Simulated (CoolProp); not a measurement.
Vapour-liquid equilibrium of R114 (1) + n-heptane (2) at 0.131 MPa; x and y are mole fractions of (1).

Model: multi-fluid Helmholtz-energy mixture model, Platzer 1990 and Span 2003; pair parameters Bell 2016, in CoolProp. This equation is an older, rougher fit; its heat capacities, sound speeds and derivatives of the liquid may be far off and weren't checked against measurements.

```csv
x,bubble temperature (°C),y at the bubble point,dew temperature at overall composition x (°C),liquid density (mol/L)
0.05,85.0,0.497,105.5,…
0.125,61.8,0.787,102.7,6.623
0.2,47.6,0.886,…,6.861
0.275,38.6,0.929,96.4,…
0.35,32.4,0.950,92.9,7.239
0.425,27.9,0.963,89.1,7.408
0.5,…,0.971,84.8,7.572
0.575,21.9,0.977,80.1,7.735
0.65,19.6,0.982,74.7,7.899
0.725,17.6,0.986,68.3,8.069
0.8,15.7,0.989,60.3,8.245
0.875,13.8,0.993,…,8.430
0.95,11.9,0.997,32.4,8.626
```

### Question
Fill in the missing entries.

### Answer

- 0.05, liquid density (mol/L): 6.311
- 0.2, dew temperature at overall composition x (°C): 99.6
- 0.275, liquid density (mol/L): 7.061
- 0.5, bubble temperature (°C): 24.5
- 0.875, dew temperature at overall composition x (°C): 49.7

No azeotrope shows between x = 0.05 and 0.95.

Pair parameters are fitted to limited data, so mixtures are less certain than the pure fluids.
